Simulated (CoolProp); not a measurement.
R227EA along the isotherm -32.55 °C: Z from the reference equation and from simpler models built on Tc = 101.8 °C, pc = 2.925 MPa, ω = 0.358; each cubic takes its own stable root.

Computed with CoolProp (reference Helmholtz-energy equation of state, Lemmon 2016).

```
p (MPa)   phase  reference
-------  ------  ---------
0.399    liquid    0.02119
0.798    liquid    0.04235
1.2      liquid    0.06364
1.6      liquid    0.08478
1.99     liquid     0.1054
2.39     liquid     0.1265
2.79     liquid     0.1475
3.19     liquid     0.1685
3.59     liquid     0.1895
3.99     liquid     0.2105
4.39     liquid     0.2314
```

Task: How far does each simpler model (van der Waals, Redlich-Kwong, Soave-Redlich-Kwong) lie from the reference over these 11 states: mean and median of the absolute difference, and the worst?

Result: 
- van der Waals: mean 65.0 %, median 64.8 %, worst +67.6 % at -32.55 °C and 0.399 MPa
- Redlich-Kwong: mean 13.6 %, median 13.5 %, worst +14.3 % at -32.55 °C and 0.399 MPa
- Soave-Redlich-Kwong: mean 8.5 %, median 8.5 %, worst +8.8 % at -32.55 °C and 0.399 MPa
